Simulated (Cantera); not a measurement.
A closed system holds: 1 mol H2S, 0.22 mol O2, at 1223.15 K and 100 Torr.

Method: chemical equilibrium by Gibbs-energy minimisation in Cantera with the NASA 1993 tables (ideal gas, pure condensed phases). Candidate condensed phases: H2O, H2SO4, S; 19 gas species. Gases not in the tables: S3 to S7. The numbers say what is thermodynamically allowed, not how fast it happens.

Base state: H2O 0.337, H2S 0.336, S2 0.219, H2 0.105, SO2 0.00233, SH 0.000636, S2O 0.000501, SO 5.19e-5 (mole fractions); condensed: gas only.

Problem. What changes in the equilibrium state with this change: temperature from 1223.15 K to 3325 K?

Solution. 
| species | before | after |
|---|---|---|
| H | 2.67e-7 | 0.409 |
| S | 1.02e-6 | 0.235 |
| H2 | 0.105 | 0.147 |
| H2S | 0.336 | 0.000524 |
| H2O | 0.337 | 0.0175 |
| O | <1e-9 | 0.0332 |
| OH | 7.76e-9 | 0.0202 |
| SO | 5.19e-5 | 0.0862 |
| SH | 0.000636 | 0.0228 |
| S2 | 0.219 | 0.0206 |
| O2 | <1e-9 | 0.00153 |
| S2O | 0.000501 | 0.000102 |
